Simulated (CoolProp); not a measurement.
Vapour-liquid equilibrium of R134a (1) + R141b (2) at 0.161 MPa; x and y are mole fractions of (1).

Computed with CoolProp (multi-fluid Helmholtz-energy mixture model, Tillner-Roth 1994 and Lemmon 2006; pair parameters Bell 2016).

```tsv
x	bubble temperature (°C)	y at the bubble point	dew temperature at overall composition x (°C)	liquid density (mol/L)
0.05	33.4	0.359	44.4	10.47
0.2	11.5	0.755	39.4	11.06
0.35	1.0	0.866	33.8	11.49
0.5	-4.9	0.914	27.1	11.86
0.65	-8.7	0.942	18.8	12.22
0.8	-11.6	0.964	7.6	12.60
0.95	-14.5	0.990	-9.8	13.02
```

No azeotrope shows between x = 0.05 and 0.95.

The pair parameters rest on a limited set of measurements; away from them the model extrapolates.
